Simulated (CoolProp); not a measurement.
Vapour pressure (kPa) of tetrahydrofuran: the reference equation beside estimates from Tc = 267.0 °C, pc = 5304 kPa, ω = 0.234. Clausius-Clapeyron is anchored at 100.65 °C with a constant enthalpy of vaporisation of 28.05 kJ/mol.

Computed with CoolProp (reference Helmholtz-energy equation of state, Fiedler 2023).

```
T (°C)  reference  Lee-Kesler  Clausius-Clapeyron  van der Waals  Redlich-Kwong  Soave-Redlich-Kwong  Peng-Robinson
------  ---------  ----------  ------------------  -------------  -------------  -------------------  -------------
86.15       187.0         [?]               192.5          815.0          296.7                  [?]          186.0
89.05       202.9       201.3               207.5          850.5          319.0                201.4          201.8
91.95         [?]       218.4               223.4          886.9          342.5                218.4          218.6
94.85       237.8       236.6                 [?]          924.3          367.2                236.6          236.5
97.75       256.8       255.9                 [?]          962.8          393.2                255.9          255.6
100.65      277.0       276.5               277.0           1002          420.4                276.3          275.8
103.65      299.2       299.0               297.7           1044          450.1                298.8          297.9
106.55      321.9       322.1               318.7           1086          480.2                321.9          320.7
109.45      345.9       346.5                 [?]           1129          511.7                346.3          344.7
112.35      371.2       372.3               364.3            [?]          544.6                372.1          370.1
115.25      397.9       399.5               389.0           1217          579.1                399.3          396.9
118.15      426.0       428.2               414.8           1263          615.0                428.1          425.2
121.05      455.6       458.4               442.0           1310          652.6                458.3          455.0
123.95      486.7       490.2                 [?]           1359          691.7                490.2          486.3
126.85      519.4       523.6               500.4           1408          732.5                523.7          519.3
```

**Question.** Fill in the missing entries.

**Answer.** 
- 86.15, Lee-Kesler: 185.3
- 86.15, Soave-Redlich-Kwong: 185.4
- 91.95, reference: 219.8
- 94.85, Clausius-Clapeyron: 240.3
- 97.75, Clausius-Clapeyron: 258.2
- 109.45, Clausius-Clapeyron: 341.0
- 112.35, van der Waals: 1172
- 123.95, Clausius-Clapeyron: 470.5

Absolute difference from the reference over all 15 rows, mean and median: Lee-Kesler 0.5 and 0.5 %, Clausius-Clapeyron 1.9 and 1.9 %, van der Waals 243.5 and 237.4 %, Redlich-Kwong 49.4 and 49.2 %, Soave-Redlich-Kwong 0.5 and 0.5 %, Peng-Robinson 0.3 and 0.4 %.
